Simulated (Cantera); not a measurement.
Input (Python, Cantera):

```python
import numpy as np
import cantera as ct

gas = ct.Solution("gri30.yaml")
gas.TPX = 1923, 1300000, {'CH4': 1, 'H2O': 4.5, 'H2': 0.23}
reactor = ct.IdealGasConstPressureReactor(gas, energy="off", clone=False)
net = ct.ReactorNet([reactor])
net.rtol, net.atol = 1e-08, 1e-18
show = ['CH4', 'H2O', 'H2', 'C2H', 'CO']
times = np.geomspace(3e-06, 90, 11)

steps = ct.SolutionArray(gas, extra=["t"])
rows = []
print(f"{'t/s':>10s}{'T/K':>9s}{'P/Pa':>11s}" + "".join(f"{s:>11s}" for s in show))
for t in times:
    while net.time < t:
        t_next = net.step()
        steps.append(gas.state, t=t_next)
    rows.append([np.interp(t, steps.t, y) for y in (steps.T, steps.P, *steps(*show).X.T)])
    print(f"{t:10.3e}{rows[-1][0]:9.1f}{rows[-1][1]:11.4g}" + "".join(f"{x:11.3e}" for x in rows[-1][2:]))
rate = np.gradient(steps.T, steps.t)
print("integrator steps:", len(steps.t))
if steps.T.max() > steps.T[0] + 200:
    print(f"time of steepest temperature rise: {steps.t[rate.argmax()]:.4e} s")
gas.TPX = 1923, 1300000, {'CH4': 1, 'H2O': 4.5, 'H2': 0.23}
gas.equilibrate("TP")
print(f"equilibrium (TP): T = {gas.T:.1f} K  " + "  ".join(f"{s} {gas[s].X[0]:.3e}" for s in show))
```

It prints:

```
       t/s      T/K       P/Pa        CH4        H2O         H2        C2H         CO
 3.000e-06   1923.0    1.3e+06  1.697e-01  7.840e-01  4.306e-02  2.092e-10  1.218e-05
 1.678e-05   1923.0    1.3e+06  1.481e-01  7.721e-01  6.628e-02  3.313e-08  8.643e-04
 9.387e-05   1923.0    1.3e+06  9.230e-02  7.231e-01  1.461e-01  2.341e-07  5.323e-03
 5.251e-04   1923.0    1.3e+06  3.826e-02  6.495e-01  2.434e-01  3.150e-07  1.903e-02
 2.937e-03   1923.0    1.3e+06  1.952e-02  5.387e-01  3.437e-01  1.417e-07  5.552e-02
 1.643e-02   1923.0    1.3e+06  5.167e-03  4.428e-01  4.273e-01  7.520e-09  9.915e-02
 9.192e-02   1923.0    1.3e+06  2.783e-06  4.289e-01  4.416e-01  2.814e-15  1.055e-01
 5.142e-01   1923.0    1.3e+06  2.739e-07  4.289e-01  4.416e-01  5.134e-17  1.055e-01
 2.876e+00   1923.0    1.3e+06  2.739e-07  4.289e-01  4.416e-01  5.134e-17  1.055e-01
 1.609e+01   1923.0    1.3e+06  2.739e-07  4.289e-01  4.416e-01  5.134e-17  1.055e-01
 9.000e+01   1923.0    1.3e+06  2.739e-07  4.289e-01  4.416e-01  5.134e-17  1.055e-01
integrator steps: 2006
equilibrium (TP): T = 1923.0 K  CH4 2.980e-07  H2O 4.289e-01  H2 4.416e-01  C2H 5.685e-17  CO 1.055e-01
```

Detailed kinetics in Cantera: GRI-Mech 3.0 (53 species, 325 reactions). The pressure lies above the range GRI-Mech 3.0 was tuned for (to about 10 atm).
